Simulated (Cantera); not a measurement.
An adiabatic, constant-volume homogeneous reactor starts with CH4 : C2H6 : O2 : N2 = 1 : 0.14 : 4.53 : 17 (molar parts), at 1250 K and 20000 Pa.

Model: GRI-Mech 3.0 (53 species, 325 reactions), integrated in Cantera.

One state of this run: T (K) = 2454; P (bar) = 0.399; x CH4 = <1e-12; x C2H6 = <1e-12; x O2 = 0.0821; x CH2O = 3.08e-12; x H2O = 0.0957. x: mole fraction; the columns are a selection and need not sum to one.

Problem. Which value of t (s) does it belong to?
(A) 0.126
(B) 1.26e-5
(C) 3.17e-5
(D) 0.00317

Solution. A, 0.126
